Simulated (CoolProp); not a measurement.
Saturation properties of n-undecane (Tc = 638.8 K, pc = 1.990 MPa, ω = 0.539).

Model: reference Helmholtz-energy equation of state, Aleksandrov 2011, in CoolProp. It is a short technical equation, of lower accuracy than the large ones.

| T (K) | p (MPa) | liquid density (kg/m³) | enthalpy of vaporisation (kJ/kg) | liquid cp (kJ/(kg K)) | vapour Z | surface tension (mN/m) |
|---|---|---|---|---|---|---|
| 417 | 0.02322 | 644.0 | 295.6 | 2.665 | 0.9749 | 13.8 |
| 429.2 | 0.03417 | 633.9 | 288.7 | 2.716 | 0.9672 | 12.8 |
| 441.4 | 0.04896 | 623.6 | 281.7 | 2.766 | 0.9580 | 11.8 |
| 453.6 | 0.06849 | 613.1 | 274.4 | 2.817 | 0.9472 | 10.8 |
| 465.7 | 0.09354 | 602.3 | 267.1 | 2.869 | 0.9346 | 9.92 |
| 477.9 | 0.1256 | 591.1 | 259.4 | 2.921 | 0.9200 | 9.01 |
| 490.1 | 0.1657 | 579.5 | 251.3 | 2.974 | 0.9033 | 8.12 |
| 502.3 | 0.2152 | 567.4 | 242.9 | 3.029 | 0.8842 | 7.25 |
| 514.5 | 0.2754 | 554.8 | 234.0 | 3.085 | 0.8627 | 6.41 |
| 526.7 | 0.3480 | 541.6 | 224.6 | 3.143 | 0.8384 | 5.59 |
| 538.8 | 0.4337 | 527.7 | 214.5 | 3.205 | 0.8114 | 4.81 |
| 551 | 0.5358 | 512.8 | 203.7 | 3.273 | 0.7807 | 4.05 |
| 563.2 | 0.6556 | 496.8 | 191.8 | 3.348 | 0.7461 | 3.32 |

It boils at 468.9 K under 1 atm.

Surface tension comes from a separate correlation (Mulero 2014).
